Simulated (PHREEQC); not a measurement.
A solution holds 0.13 mol Pb(NO3)2 and 0.0046 mol NaNO3 per kg of water, at 25 °C. Closed to the air; pH follows from the charge balance.

All values are PHREEQC results (ion-association model, phreeqc.dat), not measurements.

The ionic strength comes out as 0.279 mol/kgw. What activity coefficients do Pb+2, Na+, PbNO3+, PbOH+, NO3- get?

Pb+2 0.29, Na+ 0.73, PbNO3+ 0.73, PbOH+ 0.73, NO3- 0.67.

This is a speciation only: nothing precipitates in the calculation.
